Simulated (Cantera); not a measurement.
Source: NASA polynomial tables (part measured, part estimated), evaluated in Cantera. Values are per mole of reaction as written; species without (g) are pure solids or liquids, kept so even where they would boil at 1 bar.

SO2(g) + Fe + O2(g) ⇌ FeSO4

```csv
T (K),ΔH° (kJ),ΔS° (J/K),ΔG° (kJ),log10 K
523,?,?,?,?
573,?,?,?,?
623,-626.2,-347.3,-409.8,34.36
673,-624.9,-345.3,-392.5,30.46
723,-623.5,-343.4,-375.3,27.11
773,-622.2,-341.6,-358.2,24.20
823,-620.9,-339.9,-341.1,21.65
873,?,?,?,?
923,?,?,?,?
```

Problem. Some entries are withheld; supply them.

Solution. 
- 523, ΔH° (kJ): -628.6
- 523, ΔS° (J/K): -351.5
- 523, ΔG° (kJ): -444.7
- 523, log10 K: 44.42
- 573, ΔH° (kJ): -627.4
- 573, ΔS° (J/K): -349.4
- 573, ΔG° (kJ): -427.2
- 573, log10 K: 38.95
- 873, ΔH° (kJ): -619.7
- 873, ΔS° (J/K): -338.5
- 873, ΔG° (kJ): -324.2
- 873, log10 K: 19.40
- 923, ΔH° (kJ): -618.5
- 923, ΔS° (J/K): -337.2
- 923, ΔG° (kJ): -307.3
- 923, log10 K: 17.39
